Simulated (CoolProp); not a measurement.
A simple Rankine cycle with n-butane: condensing at 294.15 K, boiler at 1.02 MPa, turbine inlet 503.6 K, turbine efficiency 0.85, pump efficiency 0.7, no recuperator. Each further row changes one setting.

Computed with CoolProp (reference Helmholtz-energy equation of state, Bücker 2006).

```
case                             thermal efficiency (%)  net work (kJ/kg)  heat in (kJ/kg)  turbine exit temperature (K)  volume ratio over the turbine
-------------------------------  ----------------------  ----------------  ---------------  ----------------------------  -----------------------------
as stated                                          10.7                 ?              807                         464.1                           4.56
turbine inlet 523.6 K                              10.5                 ?              860                         484.0                           4.54
condensing temperature 286.15 K                    12.2                 ?              826                         457.8                           5.87
boiler pressure 0.714 MPa                           8.4              68.2              812                         473.5                           3.20
turbine efficiency 0.75                             9.4              76.0              807                         468.3                           4.60
```

Q: Some entries are withheld; supply them.

A: 
- as stated, net work (kJ/kg): 86.4
- turbine inlet 523.6 K, net work (kJ/kg): 90.4
- condensing temperature 286.15 K, net work (kJ/kg): 101
